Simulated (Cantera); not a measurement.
An adiabatic, constant-volume homogeneous reactor starts with CH4 : O2 : N2 = 1 : 1.25 : 4.7 (molar parts), equivalence ratio 1.6, at 1200 K and 1.40 bar. Integrator tolerance rtol = 1e-08.

Detailed kinetics in Cantera: GRI-Mech 3.0 (53 species, 325 reactions).

Question: What does this change do: initial temperature 1200 to 1525 K?

Answer: 
```tsv
quantity	before	after
time of steepest temperature rise	41.6 ms	0.808 ms
temperature at 0.100 s	2779 K	2925 K
equilibrium temperature	2779 K	2925 K
x(CH4) at 0.100 s	7.01e-12 (gas-phase equilibrium 8.02e-12)	3.23e-12 (gas-phase equilibrium 3.76e-12)
x(O2) at 0.100 s	0.000349 (gas-phase equilibrium 0.000349)	0.00112 (gas-phase equilibrium 0.00112)
x(C2H) at 0.100 s	<1e-12 (gas-phase equilibrium <1e-12)	<1e-12 (gas-phase equilibrium <1e-12)
x(OH) at 0.100 s	0.00584 (gas-phase equilibrium 0.00584)	0.0112 (gas-phase equilibrium 0.0112)
x(C2H2) at 0.100 s	<1e-12 (gas-phase equilibrium <1e-12)	<1e-12 (gas-phase equilibrium <1e-12)
```

Question: What does this change do: initial temperature 1200 to 1125 K?

Answer: 
| quantity | before | after |
|---|---|---|
| time of steepest temperature rise | 41.6 ms | not reached |
| temperature at 0.100 s | 2779 K | 1146 K |
| equilibrium temperature | 2779 K | 2740 K |
| x(CH4) at 0.100 s | 7.01e-12 (gas-phase equilibrium 8.02e-12) | 0.141 (gas-phase equilibrium 1.00e-11) |
| x(O2) at 0.100 s | 0.000349 (gas-phase equilibrium 0.000349) | 0.178 (gas-phase equilibrium 0.000247) |
| x(C2H) at 0.100 s | <1e-12 (gas-phase equilibrium <1e-12) | <1e-12 (gas-phase equilibrium <1e-12) |
| x(OH) at 0.100 s | 0.00584 (gas-phase equilibrium 0.00584) | 2.57e-8 (gas-phase equilibrium 0.00481) |
| x(C2H2) at 0.100 s | <1e-12 (gas-phase equilibrium <1e-12) | 5.93e-8 (gas-phase equilibrium <1e-12) |

Question: What does this change do: initial temperature 1200 to 1750 K?

Answer: 
| quantity | before | after |
|---|---|---|
| time of steepest temperature rise | 41.6 ms | 0.118 ms |
| temperature at 0.100 s | 2779 K | 3007 K |
| equilibrium temperature | 2779 K | 3007 K |
| x(CH4) at 0.100 s | 7.01e-12 (gas-phase equilibrium 8.02e-12) | 2.22e-12 (gas-phase equilibrium 2.62e-12) |
| x(O2) at 0.100 s | 0.000349 (gas-phase equilibrium 0.000349) | 0.00193 (gas-phase equilibrium 0.00193) |
| x(C2H) at 0.100 s | <1e-12 (gas-phase equilibrium <1e-12) | <1e-12 (gas-phase equilibrium <1e-12) |
| x(OH) at 0.100 s | 0.00584 (gas-phase equilibrium 0.00584) | 0.0154 (gas-phase equilibrium 0.0154) |
| x(C2H2) at 0.100 s | <1e-12 (gas-phase equilibrium <1e-12) | <1e-12 (gas-phase equilibrium <1e-12) |
Above 3000 K some thermodynamic fits are extrapolated.
